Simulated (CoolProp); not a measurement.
Vapour-liquid equilibrium of methanol (1) + water (2) at 4.3 bar; x and y are mole fractions of (1).

Values from CoolProp's multi-fluid Helmholtz-energy mixture model, de Reuck 1993 and Wagner 2002; pair parameters Bell 2016.

```csv
x,"bubble temperature, mixture model (K)","bubble temperature, Raoult's law (K)","y, mixture model","y, Raoult's law"
0.05,414.5,415.9,0.161,0.136
0.125,408.6,411.3,?,0.302
0.2,?,407.1,0.462,0.435
0.275,399.9,403.4,?,0.541
0.35,396.6,400.0,0.633,0.629
0.425,393.8,396.8,?,0.702
0.5,391.3,394.0,0.746,0.763
0.575,?,391.4,?,0.815
0.65,387.1,388.9,0.832,0.859
0.725,?,386.6,0.870,0.897
0.8,383.6,384.5,0.906,0.930
0.875,382.0,382.5,0.942,0.959
0.95,?,380.7,0.977,0.985
```

### Question
What belongs in the gaps?

### Answer

- 0.125, y, mixture model: 0.335
- 0.2, bubble temperature, mixture model (K): 403.8
- 0.275, y, mixture model: 0.558
- 0.425, y, mixture model: 0.694
- 0.575, bubble temperature, mixture model (K): 389.1
- 0.575, y, mixture model: 0.791
- 0.725, bubble temperature, mixture model (K): 385.3
- 0.95, bubble temperature, mixture model (K): 380.5

The largest gap from Raoult's law is -3.5 K in bubble temperature, at x = 0.275. No azeotrope shows between x = 0.05 and 0.95.

The pair parameters rest on a limited set of measurements; away from them the model extrapolates.
